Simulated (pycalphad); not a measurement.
All values are pycalphad results on the COST 507 light-alloy database (1999) (1 atm), not direct measurements. These are 1990s assessments: newer ones move some temperatures and phases. Diffusion is slow at the low end, where real alloys seldom reach equilibrium.

Molar enthalpy of Ti-0.57Hf-1.38B (at.%) in equilibrium (SER reference):

| T (K) | H (kJ/mol) | phases |
|---|---|---|
| 2850 | 110.44 | liquid |
| 2650 | 101.22 | liquid |
| 2450 | 92.01 | liquid |
| 2250 | 82.80 | liquid |
| 2050 | 73.58 | liquid |
| 1950 | 68.98 | liquid |
| 1850 | 54.69 | bcc + liquid |
| 1750 | 46.44 | bcc + BM |
| 1650 | 43.01 | bcc + BM |
| 1450 | 36.51 | bcc + BM |
| 1250 | 30.39 | bcc + BM |
| 1050 | 20.02 | hcp + BM |
| 850 | 13.55 | hcp + BM |
| 650 | 7.46 | hcp + BM |

Cooling from 1950 K to 1750 K, across the freezing range, releases 22.5 kJ/mol, or 469 J/g. The slope is 46 J/(mol K) in the liquid and 34 J/(mol K) just below the solidus, where it includes any heat of precipitation. Liquidus 1910 K, solidus 1814 K. Changes were sought between steps of 100 K, so a narrower field can be missed.

Database names, with the compositions (at.%) that they take in these runs: BM: Ti 50 B 50.
